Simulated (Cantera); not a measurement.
# NO annealing gas

A perfectly stirred reactor is fed with NO : N₂ = 0.34 : 6.3 (molar parts), at 0.0260 bar; it is held at 2025 K, and followed from long to short residence time.

Model: GRI-Mech 3.0 (53 species, 325 reactions), integrated in Cantera. Radical loss at walls, strong at low pressure, is not modelled.

```tsv
τ (s)	x NO	x O₂	x NO₂	x N₂O	x N₂	x O
8.8	0.0383	0.00625	1.78e-6	6.18e-7	0.955	0.000414
3.8	0.0465	0.00221	1.35e-6	9.43e-7	0.951	0.000265
1.7	0.0496	0.000694	9.01e-7	1.10e-6	0.949	0.000170
0.72	0.0507	0.000178	5.49e-7	1.17e-6	0.949	0.000101
0.31	0.0511	3.87e-5	2.92e-7	1.17e-6	0.949	5.21e-5
0.13	0.0512	6.94e-6	1.30e-7	1.13e-6	0.949	2.28e-5
0.059	0.0512	1.37e-6	5.67e-8	1.02e-6	0.949	1.00e-5
0.025	0.0512	2.23e-7	2.11e-8	8.17e-7	0.949	3.89e-6
0.011	0.0512	3.78e-8	7.47e-9	5.68e-7	0.949	1.51e-6
0.0048	0.0512	6.26e-9	2.36e-9	3.33e-7	0.949	5.74e-7
0.0021	0.0512	1.08e-9	6.67e-10	1.72e-7	0.949	2.26e-7
```
x: mole fraction; the columns are a selection and need not sum to one.
